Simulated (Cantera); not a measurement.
What does this Cantera script print?

```python
import numpy as np
import cantera as ct

gas_names = """
    AL ALH ALO ALOH ALO2 ALO2H AL2 AL2O AL2O2 H HALO HO2 H2 H2O H2O2 O OH O2 O3 Si SiH SiH2 SiH3 SiH4
    SiO SiO2 Si2 Si3
""".split()
cond_names = """
    AL(cr) AL(L) AL2O3(a) AL2O3(L) AL2SiO5(an) AL6Si2O13(s) H2O(s) H2O(L) Si(cr) Si(L) SiO2(Lqz)
    SiO2(hqz) SiO2(L)
""".split()


def load(file, names, dense=False):
    # The tables refer to 1 bar. Condensed volumes are neglected.
    table = {s.name: s for s in ct.Species.list_from_file(file)}
    out = []
    for n in names:
        d = dict(table[n].input_data)
        d["thermo"] = dict(d["thermo"], **{"reference-pressure": 1e5})
        if dense:
            d["equation-of-state"] = {"model": "constant-volume", "density": "1e6 g/cm^3"}
        out.append(ct.Species.from_dict(d))
    return out


gas = ct.Solution(thermo="ideal-gas", species=load("nasa_gas.yaml", gas_names))
cond = {s.name: ct.Solution(thermo="fixed-stoichiometry", species=[s], name=s.name)
        for s in load("nasa_condensed.yaml", cond_names, dense=True)}
atoms = {
    'SiO2': {'Si': 1, 'O': 2},
    'Al2O3': {'AL': 2, 'O': 3},
    'H2': {'H': 2},
}
top_T = {'AL2SiO5(an)': 2000, 'AL6Si2O13(s)': 2100}  # K; cautious upper limits of use, not melting points


def equilibrate(T, P, feed):
    n = {}
    for name, mol in feed.items():
        for a, k in atoms[name].items():
            n[a] = n.get(a, 0.0) + k * mol
    gas.TPX = T, P, n
    mass = sum(n.values()) * gas.mean_molecular_weight
    gas.equilibrate("TP")
    valid = [c for c in cond.values() if c.min_temp <= T <= top_T.get(c.name, c.max_temp)]
    mix = ct.Mixture([(gas, mass / gas.mean_molecular_weight)] + [(c, 0.0) for c in valid])
    mix.T, mix.P = T, P
    mix.equilibrate("TP", solver="vcs", rtol=1e-11, max_steps=5000)
    return mix


results = []
feed = {'SiO2': 1, 'Al2O3': 0.17, 'H2': 15}  # mol
T = 1748.15  # K
for P in [10, 36, 130, 460, 1700, 6000, 22000, 77000, 280000, 1000000]:
    mix = equilibrate(T, P, feed)
    results.append((T, P, feed, dict(zip(mix.species_names, mix.species_moles))))
    x = sorted(zip(gas.X, gas.species_names), reverse=True)
    print(f"T = {T:g} K  P = {P:g} Pa  gas = {mix.phase_moles(0):.4g} mol")
    print("   x: " + "  ".join(f"{s} {v:.3e}" for v, s in x if v > 0.0001))
    print("   condensed (mol): " + ("  ".join(f"{mix.phase(i).name} {mix.phase_moles(i):.4g}"
          for i in range(1, mix.n_phases) if mix.phase_moles(i) > 1e-12) or "none"))
```

It prints:

```
T = 1748.15 K  P = 10 Pa  gas = 16.06 mol
   x: H2 8.683e-01  SiO 5.521e-02  H2O 5.513e-02  H 2.132e-02
   condensed (mol): AL6Si2O13(s) 0.05667
T = 1748.15 K  P = 36 Pa  gas = 15.78 mol
   x: H2 9.006e-01  SiO 4.399e-02  H2O 4.395e-02  H 1.144e-02
   condensed (mol): AL6Si2O13(s) 0.05667  SiO2(L) 0.1923
T = 1748.15 K  P = 130 Pa  gas = 15.41 mol
   x: H2 9.464e-01  SiO 2.372e-02  H2O 2.371e-02  H 6.173e-03
   condensed (mol): AL6Si2O13(s) 0.05667  SiO2(L) 0.521
T = 1748.15 K  P = 460 Pa  gas = 15.22 mol
   x: H2 9.711e-01  SiO 1.277e-02  H2O 1.277e-02  H 3.324e-03
   condensed (mol): AL6Si2O13(s) 0.05667  SiO2(L) 0.6922
T = 1748.15 K  P = 1700 Pa  gas = 15.11 mol
   x: H2 9.849e-01  SiO 6.692e-03  H2O 6.691e-03  H 1.741e-03
   condensed (mol): AL6Si2O13(s) 0.05667  SiO2(L) 0.7855
T = 1748.15 K  P = 6000 Pa  gas = 15.06 mol
   x: H2 9.919e-01  SiO 3.574e-03  H2O 3.574e-03  H 9.302e-04
   condensed (mol): AL6Si2O13(s) 0.05667  SiO2(L) 0.8328
T = 1748.15 K  P = 22000 Pa  gas = 15.03 mol
   x: H2 9.958e-01  SiO 1.870e-03  H2O 1.870e-03  H 4.867e-04
   condensed (mol): AL6Si2O13(s) 0.05667  SiO2(L) 0.8586
T = 1748.15 K  P = 77000 Pa  gas = 15.02 mol
   x: H2 9.977e-01  H2O 1.001e-03  SiO 1.001e-03  H 2.604e-04
   condensed (mol): AL6Si2O13(s) 0.05667  SiO2(L) 0.8716
T = 1748.15 K  P = 280000 Pa  gas = 15.01 mol
   x: H2 9.988e-01  H2O 5.252e-04  SiO 5.249e-04  H 1.366e-04
   condensed (mol): AL6Si2O13(s) 0.05667  SiO2(L) 0.8788
T = 1748.15 K  P = 1e+06 Pa  gas = 15 mol
   x: H2 9.994e-01  H2O 2.784e-04  SiO 2.774e-04
   condensed (mol): AL6Si2O13(s) 0.05667  SiO2(L) 0.8825
```

Cantera equilibrium calculation (NASA polynomials, part measured and part estimated; ideal gas, pure solids and liquids). Mutual solubility and eutectic melting of coexisting phases are not modelled. The tables hold silica as quartz up to 1696 K and as liquid above; real silica turns to tridymite and cristobalite and melts near 1996 K. Condensed phases not in the tables: alloys, solid solutions and most ternary compounds.
